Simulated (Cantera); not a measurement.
A Cantera script and what it prints.

```python
import numpy as np
import cantera as ct

gas_names = """
    H HO2 H2 H2O H2O2 Hg O OH O2 O3
""".split()
cond_names = """
    H2O(s) H2O(L) Hg(cr) Hg(L) HgO(s)
""".split()


# ... load() reads the species with a 1 bar reference pressure and builds the phases ...
atoms = {
    'HgO': {'Hg': 1, 'O': 1},
    'O2': {'O': 2},
    'H2': {'H': 2},
}
top_T = {}  # K; cautious upper limits of use, not melting points


# ... equilibrate(T, P, feed) seeds the gas with the atoms and calls Mixture.equilibrate('TP', solver="vcs", rtol=1e-11, max_steps=5000) ...
results = []
feed = {'HgO': 1, 'O2': 0.32, 'H2': 0.23}  # mol
T = 798  # K
P = 4100  # Pa
mix = equilibrate(T, P, feed)
results.append((T, P, feed, dict(zip(mix.species_names, mix.species_moles))))
print(gas.report(threshold=0.0001))
for i in range(1, mix.n_phases):
    print(f"{mix.phase(i).name:16s} {mix.phase_moles(i):12.5e} mol")
```

Output:

```
       temperature   798 K
          pressure   4100 Pa
           density   0.072586 kg/m^3
  mean mol. weight   117.46 kg/kmol
   phase of matter   gas

                          1 kg             1 kmol
                     ---------------   ---------------
          enthalpy        1.3811e+05        1.6223e+07  J
   internal energy             81624        9.5879e+06  J
           entropy            2111.9        2.4808e+05  J/K
    Gibbs function       -1.5472e+06       -1.8174e+08  J
 heat capacity c_p            235.26             27635  J/K
 heat capacity c_v            164.48             19320  J/K

                      mass frac. Y      mole frac. X     chem. pot. / RT
                     ---------------   ---------------   ---------------
               H2O          0.018229           0.11886           -65.977
                Hg           0.88252            0.5168           -16.543
                O2          0.099248           0.36434           -30.192
     [   +7 minor]        3.3433e-10        2.2961e-09

Hg(L)             0.00000e+00 mol
HgO(s)            0.00000e+00 mol
```

Method: chemical equilibrium by Gibbs-energy minimisation in Cantera with the NASA 1993 tables (ideal gas, pure condensed phases).
